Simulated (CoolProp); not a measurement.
Saturation properties of m-xylene.

Model: reference Helmholtz-energy equation of state, Zhou 2012, in CoolProp.

| T (K) | p (kPa) | liquid density (kg/m³) | enthalpy of vaporisation (kJ/kg) | vapour Z | surface tension (mN/m) | liquid viscosity (µPa s) |
|---|---|---|---|---|---|---|
| 348.7 | 12.69 | 815.4 | 375.6 | 0.9903 | 22.6 | 354 |
| 353 | 15.02 | 811.5 | 373.3 | 0.9890 | 22.2 | 342 |
| 357.4 | 17.77 | 807.5 | 370.9 | 0.9875 | 21.7 | 329 |
| 361.7 | 20.84 | 803.5 | 368.6 | 0.9860 | 21.3 | 318 |
| 366 | 24.33 | 799.6 | 366.3 | 0.9843 | 20.8 | 308 |
| 370.4 | 28.38 | 795.5 | 364.0 | 0.9825 | 20.4 | 297 |
| 374.7 | 32.86 | 791.5 | 361.6 | 0.9805 | (withheld) | 288 |
| 379.1 | 38.01 | 787.3 | 359.2 | 0.9784 | 19.5 | 278 |
| 383.4 | 43.66 | 783.3 | 356.8 | 0.9761 | (withheld) | 269 |
| 387.7 | 49.97 | 779.2 | 354.4 | 0.9737 | (withheld) | 261 |
| 392.1 | 57.17 | 775.0 | 351.9 | 0.9711 | 18.1 | 253 |
| 396.4 | 64.98 | 770.8 | 349.4 | 0.9684 | 17.7 | 245 |
| 400.8 | 73.84 | 766.6 | 346.9 | 0.9654 | 17.3 | 237 |
| 405.1 | 83.39 | 762.3 | 344.4 | 0.9623 | 16.8 | 230 |

Task: What belongs in the gaps?

Result: 
- 374.7, surface tension (mN/m): 19.9
- 383.4, surface tension (mN/m): 19.0
- 387.7, surface tension (mN/m): 18.6

It boils at 412.2 K under 1 atm.

Viscosity comes from a separate model (Cao 2016). Surface tension comes from a separate correlation (Mulero 2014).
